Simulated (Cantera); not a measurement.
Mixture: H2 : O2 : N2 = 1 : 0.581 : 2.19 (molar parts), equivalence ratio 0.86, at 500000 Pa, adiabatic and at constant volume. Ignition delay is the time to a rise of 400 K.

Computed with Cantera and the H2/O2 subset of GRI-Mech 3.0, which has no nitrogen chemistry. The hydrogen kinetics of GRI-Mech 3.0 are dated; newer H2 mechanisms differ, most at raised pressure.

What does this change do: H2 1 to 0.44 parts?


```tsv
quantity	before	after
delay at 950 K	41.7 ms	63.3 ms
delay at 1050 K	2.71 ms	3.85 ms
delay at 1150 K	42.4 µs	42.4 µs
delay at 1250 K	9.19 µs	10.5 µs
apparent activation energy between 1200 and 1300 K	110 kJ/mol	110 kJ/mol
```

What does this change do: O2 0.581 to 0.28 parts?


| quantity | before | after |
|---|---|---|
| delay at 950 K | 41.7 ms | 41.5 ms |
| delay at 1050 K | 2.71 ms | 2.75 ms |
| delay at 1150 K | 42.4 µs | 67.0 µs |
| delay at 1250 K | 9.19 µs | 15.0 µs |
| apparent activation energy between 1200 and 1300 K | 110 kJ/mol | 110 kJ/mol |
